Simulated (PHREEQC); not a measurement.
Solution (25 °C): 20 mmol/kgw NH4HF2, 0.56 mmol/kgw H2SiF6 and 120 mmol/kgw H3PO4. Closed to the air; pH follows from the charge balance.

The numbers come from PHREEQC with the ion-association model, wateq4f.dat.

```csv
quantity,before,after
pH,1.75,2.28
ionic strength (mol/kgw),0.0412,0.00771
H3PO4 (mol/kgw),0.0822,0.00494
H2PO4- (mol/kgw),0.0378,0.00706
HF (mol/kgw),0.0326,0.00346
H2F2 (mol/kgw),0.00279,3.13e-5
```

Q: Name the change that produced these shifts.
A. diluted 5-fold with water
B. NH4HF2 left out
C. diluted 10-fold with water
D. H2SiF6 left out
E. diluted 2-fold with water

A: C, diluted 10-fold with water

Precipitation was switched off in this run. wateq4f.dat counts part of the HF as a dimer, H2F2, which phreeqc.dat doesn't know; its constant is uncertain. H3PO4, which wateq4f.dat lacks, is added to it with the constant of phreeqc.dat. SiF6-2 is the database's only silicon fluoride.
